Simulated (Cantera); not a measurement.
Mixture: CH4 : O2 : N2 = 1 : 2.56 : 9.64 (molar parts), equivalence ratio 0.78, at 42000 Pa, adiabatic and at constant pressure. Ignition delay is the time to a rise of 400 K.

Detailed kinetics in Cantera: GRI-Mech 3.0 (53 species, 325 reactions).

**Question.** What does this change do: O2 2.56 to 1.1 parts?

**Answer.** 
```csv
quantity,before,after
delay at 1200 K,81.3 ms,0.301 s
delay at 1300 K,19.9 ms,72.3 ms
delay at 1400 K,5.88 ms,19.3 ms
delay at 1500 K,2.12 ms,5.93 ms
apparent activation energy between 1450 and 1550 K,170 kJ/mol,210 kJ/mol
```
